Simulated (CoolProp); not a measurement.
Vapour-liquid equilibrium of R22 (1) + acetone (2) at 56.05 °C; x and y are mole fractions of (1).

The numbers come from the multi-fluid Helmholtz-energy mixture model, Kamei 1995 and Lemmon 2006; pair parameters Bell 2016 in CoolProp.

Give the bubble pressure and the first vapour's composition at x = 0.15, 0.25, 0.45. Is there an azeotrope?

x = 0.15: 0.3112 MPa, y = 0.694; x = 0.25: 0.4196 MPa, y = 0.786; x = 0.45: 0.6849 MPa, y = 0.895. No azeotrope shows between x = 0.05 and 0.95.

Pair parameters are fitted to limited data, so mixtures are less certain than the pure fluids.
